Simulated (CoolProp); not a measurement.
Properties of n-perfluorohexane along the isotherm 176.85 °C.

Values from CoolProp's reference Helmholtz-energy equation of state, Gao 2022.

| p (MPa) | phase | speed of sound (m/s) | Joule-Thomson coefficient (K/MPa) | isothermal compressibility (1/MPa) | fugacity coefficient |
|---|---|---|---|---|---|
| 1.94 | supercritical | ___ | 8.704 | 0.6999 | 0.6083 |
| 3.87 | supercritical | 155.2 | 1.027 | 0.04644 | 0.3607 |
| 5.81 | supercritical | 202.9 | 0.4588 | 0.02449 | 0.2793 |
| 7.74 | supercritical | 238.4 | 0.2279 | 0.01678 | 0.2417 |
| 9.68 | supercritical | 267.7 | 0.09827 | ___ | 0.2220 |
| 11.6 | supercritical | 292.8 | 0.01529 | 0.01039 | 0.2118 |
| 13.5 | supercritical | 314.8 | -0.04274 | 0.008785 | 0.2072 |
| 15.5 | supercritical | ___ | -0.08815 | 0.007568 | 0.2064 |
| 17.4 | supercritical | 353.9 | -0.1215 | 0.006697 | 0.2085 |

Complete the blanks.


- 1.94, speed of sound (m/s): 58.80
- 9.68, isothermal compressibility (1/MPa): 0.01280
- 15.5, speed of sound (m/s): 335.7
